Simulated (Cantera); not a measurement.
Input (Python, Cantera) and output of one run.

```python
import numpy as np
import cantera as ct

gas_names = """
    O3 O S2
""".split()
cond_names = """
    Na2SO4(V) Na2SO4(IV) Na2SO4(I) Na2SO4(L) Na2S(1) Na2S(2) Na2S(L) Na(cr) Na(L)
""".split()


# ... load() reads the species with a 1 bar reference pressure and builds the phases ...
species = {s.name: s for s in load("nasa_gas.yaml", gas_names) + load("nasa_condensed.yaml", cond_names)}
# Each term lists the table entries of one substance; the one whose range holds T is used.
reactions = {
    '3 Na2SO4 = 4 O3(g) + 3 Na2S':
        [(-3, ['Na2SO4(V)', 'Na2SO4(IV)', 'Na2SO4(I)', 'Na2SO4(L)']), (4, ['O3']), (3, ['Na2S(1)', 'Na2S(2)', 'Na2S(L)'])],
    '2 Na2SO4 = 4 Na + 8 O(g) + S2(g)':
        [(-2, ['Na2SO4(V)', 'Na2SO4(IV)', 'Na2SO4(I)', 'Na2SO4(L)']), (4, ['Na(cr)', 'Na(L)']), (8, ['O']), (1, ['S2'])],
}


def pick(names, T):
    return next(species[n] for n in names if species[n].thermo.min_temp <= T <= species[n].thermo.max_temp)


results = []
for label, terms in reactions.items():
    print(label)
    print("     T/K   dH/kJ  dS/(J/K)   dG/kJ   log10 K")
    for T in [300, 425, 450, 475, 500, 525, 550, 575, 600, 625, 650, 675]:
        used = [(nu, pick(names, T)) for nu, names in terms]
        dH = sum(nu * s.thermo.h(T) for nu, s in used) / 1e6
        dS = sum(nu * s.thermo.s(T) for nu, s in used) / 1e3
        dG = dH - T * dS / 1e3
        logK = -dG * 1e6 / (ct.gas_constant * T * np.log(10))
        results.append((label, T, dH, dS, dG, logK, [s.name for _, s in used]))
        print(f"{T:8g} {dH:8.1f} {dS:8.1f} {dG:8.1f} {logK:8.2f}")
```

Output:

```
3 Na2SO4 = 4 O3(g) + 3 Na2S
     T/K   dH/kJ  dS/(J/K)   dG/kJ   log10 K
     300   3632.4    796.1   3393.5  -590.85
     425   3632.7    797.3   3293.8  -404.82
     450   3632.3    796.4   3273.9  -380.01
     475   3631.0    793.6   3254.0  -357.83
     500   3630.3    792.3   3234.2  -337.87
     525   3596.5    726.4   3215.1  -319.88
     550   3594.9    723.5   3197.0  -303.62
     575   3593.4    720.8   3178.9  -288.78
     600   3591.8    718.1   3160.9  -275.18
     625   3590.3    715.6   3143.0  -262.67
     650   3588.7    713.1   3125.2  -251.14
     675   3587.1    710.7   3107.4  -240.46
2 Na2SO4 = 4 Na + 8 O(g) + S2(g)
     T/K   dH/kJ  dS/(J/K)   dG/kJ   log10 K
     300   4897.5   1423.2   4470.6  -778.38
     425   4914.2   1468.9   4289.9  -527.24
     450   4914.9   1470.6   4253.1  -493.68
     475   4914.9   1470.6   4216.4  -463.66
     500   4915.3   1471.3   4179.6  -436.63
     525   4893.4   1428.7   4143.3  -412.23
     550   4892.9   1427.9   4107.6  -390.10
     575   4892.4   1427.0   4071.9  -369.90
     600   4891.8   1425.9   4036.2  -351.38
     625   4891.1   1424.8   4000.6  -334.35
     650   4890.3   1423.6   3965.0  -318.62
     675   4889.4   1422.3   3929.4  -304.07
```

Cantera with NASA thermochemical tables; ideal gases at 1 bar, condensed phases pure. Condensed species are held in their standard states even where they would react or evaporate.
